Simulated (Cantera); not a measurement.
Charge: 1 mol Si3N4, 0.011 mol C, 2.9 mol H2, equilibrated at 2550 K and 1800 Pa.

These are equilibrium values from Cantera (NASA tables, ideal gas, pure condensed phases), not measurements of a reactor. Candidate condensed phases: C, C6H6, C7H8, C8H18, Si, SiC, Si3N4; 105 gas species. The tables' values for SiN are old estimates; treat these amounts as uncertain. Gases not in the tables: Si2H6 and higher silanes. Equilibrium is a limit: real reactors are often held back by kinetics, nucleation or transport.

Base state: Si 0.330, H2 0.286, N2 0.240, H 0.124, Si2 0.00819, SiH 0.00580, SiN 0.00203, Si2N 0.00151 (mole fractions); condensed: gas only.

Problem. What changes in the equilibrium state with this change: H2 from 2.9 to 0.054 mol?

Solution. 
```csv
species,before,after
N2,0.240,0.572
Si,0.330,0.381
H,0.124,0.0180
H2,0.286,0.00600
Si2,0.00819,0.0109
SiH2,0.000302,7.32e-6
SiH,0.00580,0.000970
SiC2,4.45e-6,1.99e-5
CN,3.80e-6,1.16e-5
Si2C,0.00116,0.00304
"Si(l), mol",0,1.52
```
